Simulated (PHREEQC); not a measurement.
A solution holds 2.7 mmol/kgw NaOH, 130 mmol/kgw K2SO4 and 0.0064 mmol/kgw H4SiO4, at 25 °C. Closed to the air; pH follows from the charge balance.

All values are PHREEQC results (ion-association model, wateq4f.dat), not measurements.

No solid was allowed to form.

**Question.** Order these Si species by the share of Si that they hold, largest first: H4SiO4, H3SiO4-, H2SiO4-2.

**Answer.** H3SiO4- (95 %), H2SiO4-2 (3.0 %), H4SiO4 (2.3 %)

The pH is 11.26 and the ionic strength 0.323 mol/kgw.
